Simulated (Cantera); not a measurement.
Input: 1 mol CHF₃, 0.73 mol CH₄, 0.48 mol H₂, at 13.3 mbar.

Equilibrium computed with Cantera from the NASA thermochemical tables; the gas is ideal and each condensed phase is pure. Candidate condensed phases: C, C₆H₆, C₇H₈, C₈H₁₈; 95 gas species. Equilibrium is a limit: real reactors are often held back by kinetics, nucleation or transport.

### Question
What share of the C ends up in condensed phases as a function of T (K), at 2125, 2325, 2525, 2725, 2925, 3125, 3325?

### Answer
| T (K) | C condensed (%) | as |
|---|---|---|
| 2125 | 99.8 | C(graphite) |
| 2325 | 99.5 | C(graphite) |
| 2525 | 98.9 | C(graphite) |
| 2725 | 97.3 | C(graphite) |
| 2925 | 86.9 | C(graphite) |
| 3125 | 0.0 | - |
| 3325 | 0.0 | - |
